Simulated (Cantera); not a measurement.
An adiabatic, constant-pressure homogeneous reactor starts with 21.2 % H₂, 16.5 % O₂, 62.3 % N₂, at 1275 K and 1000000 Pa.

Computed with Cantera and GRI-Mech 3.0 (53 species, 325 reactions). The hydrogen kinetics of GRI-Mech 3.0 are dated; newer H2 mechanisms differ, most at raised pressure.

x: mole fraction; the columns are a selection and need not sum to one.

```csv
t (s),T (K),x H₂,x O₂,x OH,x H₂O,x NO,x H₂O₂,x H
1.00e-6,1275,0.212,0.165,1.82e-8,3.73e-7,<1e-12,3.15e-9,1.32e-7
3.53e-6,1275,0.212,0.165,1.04e-6,3.62e-5,<1e-12,4.73e-7,7.11e-6
1.25e-5,2649,?,0.0630,0.0156,0.222,?,1.66e-6,?
4.40e-5,2662,0.00353,0.0629,0.0145,0.224,?,1.74e-6,0.000929
0.000155,2660,0.00352,0.0623,0.0144,0.224,0.00187,1.72e-6,0.000919
0.000548,2653,0.00348,0.0605,0.0140,0.224,0.00577,1.68e-6,0.000893
0.00193,2643,0.00342,0.0575,0.0135,0.225,0.0121,1.61e-6,0.000850
0.00682,2640,0.00340,0.0566,0.0133,0.225,0.0141,1.59e-6,0.000837
0.0241,2640,0.00340,0.0566,0.0133,0.225,0.0141,1.59e-6,0.000837
0.0850,2640,0.00340,0.0566,0.0133,0.225,0.0141,1.59e-6,0.000837
0.300,2640,0.00340,0.0566,0.0133,0.225,0.0141,1.59e-6,0.000837
```

Problem. What belongs in the gaps?

Solution. 
- 1.25e-5, x H₂: 0.00422
- 1.25e-5, x NO: 0.000138
- 1.25e-5, x H: 0.00121
- 4.40e-5, x NO: 0.000536
